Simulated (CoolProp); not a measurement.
Vapour pressure (bar) of R1234yf: the reference equation beside estimates from Tc = 367.8 K, pc = 33.84 bar, ω = 0.276. Clausius-Clapeyron is anchored at 186.4 K with a constant enthalpy of vaporisation of 23.84 kJ/mol.

The numbers come from the reference Helmholtz-energy equation of state, Lemmon 2022 in CoolProp.

```
T (K)  reference  Lee-Kesler  Clausius-Clapeyron  Redlich-Kwong  Soave-Redlich-Kwong  Peng-Robinson
-----  ---------  ----------  ------------------  -------------  -------------------  -------------
169.2   0.006426    0.005990            0.006658        0.02221             0.006200       0.006953
177.8    0.01497     0.01400             0.01511        0.04719              0.01444        0.01584
186.4    0.03180     0.02994             0.03180        0.09182              0.03075        0.03310
195      0.06245     0.05928             0.06265         0.1659              0.06061        0.06420
203.6     0.1147      0.1098              0.1166         0.2816               0.1118         0.1168
212.3     0.1999      0.1932              0.2076         0.4553               0.1957         0.2021
220.9     0.3292      0.3209              0.3512         0.6993               0.3237         0.3311
229.5     0.5189      0.5097              0.5712          1.032               0.5124         0.5200
238.1     0.7871      0.7786              0.8969          1.473               0.7805         0.7867
246.7      1.154       1.149               1.365          2.040                1.149          1.152
255.3      1.644       1.643               2.019          2.752                1.643          1.639
263.9      2.280       2.288               2.911          3.629                2.286          2.273
272.5      3.090       3.108               4.101          4.690                3.108          3.081
281.1      4.102       4.133               5.658          5.953                4.139          4.094
```

Absolute difference from the reference over all 14 rows, mean and median: Lee-Kesler 2.8 and 2.1 %, Clausius-Clapeyron 12.9 and 8.4 %, Redlich-Kwong 120.5 and 105.7 %, Soave-Redlich-Kwong 1.7 and 1.5 %, Peng-Robinson 1.9 and 0.4 %.
